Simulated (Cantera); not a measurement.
**Chlorosilane synthesis and conversion: Si + HCl + H2**

A closed system holds: 1 mol Si, 0.67 mol HCl, 2.7 mol H2, equilibrated at 400000 Pa.

Cantera equilibrium calculation (NASA polynomials, part measured and part estimated; ideal gas, pure solids and liquids). Candidate condensed phases: Si; 19 gas species. The tables' values for SiCl3 are old estimates; treat these amounts as uncertain. Kinetics and transport are ignored.

| T (K) | x H2 | x SiHCl3 | x SiCl4 | x HCl | x SiH2Cl2 | x SiCl3 | x SiCl2 | x SiH3Cl | n Si(s) |
|---|---|---|---|---|---|---|---|---|---|
| 898 | 0.936 | 0.0311 | 0.0271 | 0.00227 | 0.00337 | 6.47e-5 | 7.47e-6 | 8.89e-5 | 0.804 |
| 923 | 0.936 | 0.0308 | 0.0271 | 0.00294 | 0.00342 | 9.46e-5 | 1.33e-5 | 9.37e-5 | 0.805 |
| 948 | 0.935 | 0.0305 | 0.0271 | 0.00375 | 0.00347 | 0.000135 | 2.28e-5 | 9.84e-5 | 0.805 |
| 973 | 0.934 | 0.0301 | 0.0270 | 0.00471 | 0.00351 | 0.000190 | 3.82e-5 | 0.000103 | 0.806 |
| 998 | 0.934 | 0.0298 | 0.0269 | 0.00585 | 0.00354 | 0.000261 | 6.21e-5 | 0.000107 | 0.807 |
| 1023 | 0.933 | 0.0294 | 0.0267 | 0.00719 | 0.00357 | 0.000353 | 9.85e-5 | 0.000112 | 0.808 |
| 1048 | 0.931 | 0.0289 | 0.0265 | 0.00873 | 0.00359 | 0.000470 | 0.000152 | 0.000116 | 0.810 |
| 1073 | 0.930 | 0.0285 | 0.0262 | 0.0105 | 0.00361 | 0.000615 | 0.000231 | 0.000120 | 0.811 |
| 1098 | 0.929 | 0.0280 | 0.0259 | 0.0125 | 0.00361 | 0.000794 | 0.000342 | 0.000124 | 0.813 |
| 1123 | 0.927 | 0.0274 | 0.0255 | 0.0148 | 0.00361 | 0.00101 | 0.000497 | 0.000127 | 0.815 |
| 1148 | 0.925 | 0.0268 | 0.0249 | 0.0173 | 0.00360 | 0.00127 | 0.000709 | 0.000130 | 0.817 |
x: gas mole fraction; n: condensed amount in mol.

From 898 K to 1148 K the condensed part is Si(s). The main Si-bearing gas is SiHCl3 throughout. The share of Si in condensed phases is highest at 1148 K (81.7 %) and lowest at 898 K (80.4 %).
